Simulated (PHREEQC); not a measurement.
A column of 0.1 m (40 cells, dispersivity 0.008 m, 60 s a shift, diffusion coefficient 3e-10 m²/s) holds 0.031 eq of the database's cation exchanger X per kg of pore water, first in equilibrium with 88 mmol/kgw MnCl2, 37 mmol/kgw NaCl, 0.58 mmol/kgw SrCl2 and 0.01 mmol/kgw HCl. It is flushed with 0.033 mol CaCl2, 0.0047 mol KCl, 0.00038 mol NH4Cl and 1e-05 mol HCl per kg of water, at 25 °C. Values are for the last cell. No CO2 enters from the air. Precipitation was switched off in this run.

Computed with PHREEQC (ion-association model, phreeqc.dat).

Task: Predict Ca in solution (mol/kgw), K in solution (mol/kgw) at pore volumes = 0.7125, 1.712, 2.513.

Result: 
```tsv
pore volumes	Ca in solution (mol/kgw)	K in solution (mol/kgw)
0.7125	0.00166	0.000358
1.712	0.0242	0.00376
2.513	0.0317	0.00457
```

Complexes and solids missing from the database can't appear.
